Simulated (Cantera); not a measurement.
An isothermal, constant-pressure homogeneous reactor starts with NO : N2 = 1 : 4.7 (molar parts), at 1725 K and 0.200 bar.

Model: GRI-Mech 3.0 (53 species, 325 reactions), integrated in Cantera.

**Question.** Predict: x(NO) at 6.00 s; x(O) at 6.00 s; x(N2O) at 6.00 s; x(NO2) at 6.00 s; x(N2) at 6.00 s; x(O2) at 6.00 s.

**Answer.** 
- x(NO) at 6.00 s = 0.166 (gas-phase equilibrium 0.00221)
- x(O) at 6.00 s = 1.06e-5 (gas-phase equilibrium 3.84e-5)
- x(N2O) at 6.00 s = 1.06e-5 (gas-phase equilibrium 6.18e-8)
- x(NO2) at 6.00 s = 3.66e-5 (gas-phase equilibrium 1.87e-6)
- x(N2) at 6.00 s = 0.829 (gas-phase equilibrium 0.911)
- x(O2) at 6.00 s = 0.00453 (gas-phase equilibrium 0.0866)
